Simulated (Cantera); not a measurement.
A closed system holds: 1 mol Si, 0.53 mol CO, 2 mol H2, at 1 atm.

Cantera equilibrium calculation (NASA polynomials, part measured and part estimated; ideal gas, pure solids and liquids). Candidate condensed phases: C, C6H6, C7H8, C8H18, H2O, Si, SiC, SiO2; 123 gas species. Each liquid is taken as pure. Mutual solubility and eutectic melting of coexisting phases are not modelled. The tables hold silica as quartz up to 1696 K and as liquid above; real silica turns to tridymite and cristobalite and melts near 1996 K. Gases not in the tables: Si2H6 and higher silanes. Rates play no part.

What share of the Si ends up in condensed phases as a function of T (°C), at 1277, 1302, 1327, 1352, 1377, 1402, 1427, 1452, 1477, 1502, 1527, 1552, 1577?


| T (°C) | Si condensed (%) | as |
|---|---|---|
| 1277 | 99.8 | Si(s) + SiC(s) + SiO2(β-quartz) |
| 1302 | 99.6 | Si(s) + SiC(s) + SiO2(β-quartz) |
| 1327 | 99.4 | Si(s) + SiC(s) + SiO2(β-quartz) |
| 1352 | 99.2 | Si(s) + SiC(s) + SiO2(β-quartz) |
| 1377 | 98.8 | Si(s) + SiC(s) + SiO2(β-quartz) |
| 1402 | 98.2 | Si(s) + SiC(s) + SiO2(β-quartz) |
| 1427 | 97.5 | Si(l) + SiC(s) + SiO2(condensed) |
| 1452 | 96.5 | Si(l) + SiC(s) + SiO2(condensed) |
| 1477 | 95.3 | Si(l) + SiC(s) + SiO2(condensed) |
| 1502 | 93.5 | Si(l) + SiC(s) + SiO2(condensed) |
| 1527 | 91.3 | Si(l) + SiC(s) + SiO2(condensed) |
| 1552 | 88.3 | Si(l) + SiC(s) + SiO2(condensed) |
| 1577 | 84.2 | Si(l) + SiC(s) + SiO2(condensed) |
